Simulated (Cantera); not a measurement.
An adiabatic, constant-pressure homogeneous reactor starts with 34.6 % H₂, 9.63 % O₂, 36.0 % N₂, 19.7 % H₂O, equivalence ratio 1.8, at 1200 K and 25.0 bar.

Detailed kinetics in Cantera: the H2/O2 subset of GRI-Mech 3.0, which has no nitrogen chemistry. The hydrogen kinetics of GRI-Mech 3.0 are dated; newer H2 mechanisms differ, most at raised pressure. The pressure lies above the range GRI-Mech 3.0 was tuned for (to about 10 atm).

Task: Predict: time of steepest temperature rise; temperature at 3.00 s; equilibrium temperature; x(H₂) at 3.00 s; x(O₂) at 3.00 s; x(H₂O) at 3.00 s; x(H₂O₂) at 3.00 s; x(H) at 3.00 s; x(HO₂) at 3.00 s; x(O) at 3.00 s.

Result: 
```json
{
 "time_of_steepest_temperature_rise": "0.154 ms",
 "temperature at 3.00 s": "2464 K",
 "equilibrium_temperature": "2464 K",
 "x(H₂) at 3.00 s": "0.169 (gas-phase equilibrium 0.169)",
 "x(O₂) at 3.00 s": "6.47e-6 (gas-phase equilibrium 6.47e-6)",
 "x(H₂O) at 3.00 s": "0.430 (gas-phase equilibrium 0.430)",
 "x(H₂O₂) at 3.00 s": "3.56e-8 (gas-phase equilibrium 3.56e-8)",
 "x(H) at 3.00 s": "0.00178 (gas-phase equilibrium 0.00178)",
 "x(HO₂) at 3.00 s": "2.49e-8 (gas-phase equilibrium 2.49e-8)",
 "x(O) at 3.00 s": "6.19e-6 (gas-phase equilibrium 6.19e-6)"
}
```
